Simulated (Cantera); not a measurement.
Input: 1 mol MgO, 1.8 mol HI, 0.28 mol H2, 0.15 mol H2O, held at 1177 °C and 1.00 bar.

Equilibrium computed with Cantera from the NASA thermochemical tables; the gas is ideal and each condensed phase is pure. Candidate condensed phases: H2O, I2, Mg, MgI2, MgO, Mg(OH)2; 20 gas species. Kinetics and transport are ignored.

Base state: HI 0.418, H2 0.252, I 0.198, H2O 0.0759, I2 0.0400, MgI2 0.0153 (mole fractions); condensed: MgO(s).

Task: What changes in the equilibrium state with this change: temperature from 1177 °C to 452 °C?

Result: 
| species | before | after |
|---|---|---|
| HI | 0.418 | 0.702 |
| H2 | 0.252 | 0.178 |
| H2O | 0.0759 | 0.0673 |
| I | 0.198 | 0.000385 |
| MgI2 | 0.0153 | 4.71e-7 |
| I2 | 0.0400 | 0.0525 |
| MgO(s), mol | 0.962 | 1.000 |
